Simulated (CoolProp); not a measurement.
The numbers come from the reference Helmholtz-energy equation of state, Gao 2022 in CoolProp.

Problem. For n-perfluorohexane, give the phase and the Z, cp (kJ/(kg K)), cv (kJ/(kg K)), speed of sound (m/s) at 363.3 K and 3.11 MPa.

Solution. 
- 363.3 K and 3.11 MPa: liquid; Z 0.233, cp 1.14, cv 0.936, speed of sound 365
